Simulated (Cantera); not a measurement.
Charge: 1 mol SiHCl₃, 0.0038 mol C₃H₈, a varied amount of H₂, at 1700 K and 1.33 mbar.

These are equilibrium values from Cantera (NASA tables, ideal gas, pure condensed phases), not measurements of a reactor. Candidate condensed phases: C, C₆H₆, C₇H₈, C₈H₁₈, Si, SiC; 109 gas species. Mutual solubility and eutectic melting of coexisting phases are not modelled. The tables' values for SiCl₃, SiCl are old estimates; treat these amounts as uncertain. Gases not in the tables: Si₂H₆ and higher silanes. Rates play no part.

log p: log10 of the partial pressure in bar; n: condensed amount in mol.

| n(H₂) (mol) | log p H₂ | log p HCl | log p SiCl₂ | log p H | log p SiCl₃ | log p Cl | log p SiCl | n SiC(s) | n Si(l) |
|---|---|---|---|---|---|---|---|---|---|
| 2.9 | -3.11 | -3.56 | -3.58 | -5.38 | -5.68 | -5.95 | -6.08 | 0.0114 | 0 |
| 10 | -2.97 | -3.80 | -4.07 | -5.31 | -6.48 | -6.25 | -6.27 | 0.0114 | 0.207 |
| 18 | -2.93 | -3.94 | -4.39 | -5.30 | -6.95 | -6.41 | -6.43 | 0.0113 | 0.351 |
| 25 | -2.92 | -4.03 | -4.58 | -5.29 | -7.24 | -6.51 | -6.53 | 0.0113 | 0.431 |
| 33 | -2.91 | -4.11 | -4.75 | -5.29 | -7.50 | -6.59 | -6.61 | 0.0113 | 0.496 |
| 41 | -2.90 | (withheld) | (withheld) | -5.28 | -7.71 | (withheld) | -6.68 | 0.0113 | 0.544 |
| 48 | -2.90 | -4.23 | (withheld) | -5.28 | -7.87 | -6.72 | -6.74 | 0.0112 | 0.576 |
| 56 | -2.90 | -4.28 | -5.10 | -5.28 | -8.03 | -6.77 | -6.79 | 0.0112 | 0.606 |

Task: Some entries are withheld; supply them.

Result: 
- 41, log p HCl: -4.18
- 41, log p SiCl₂: -4.89
- 41, log p Cl: -6.66
- 48, log p SiCl₂: -5.00
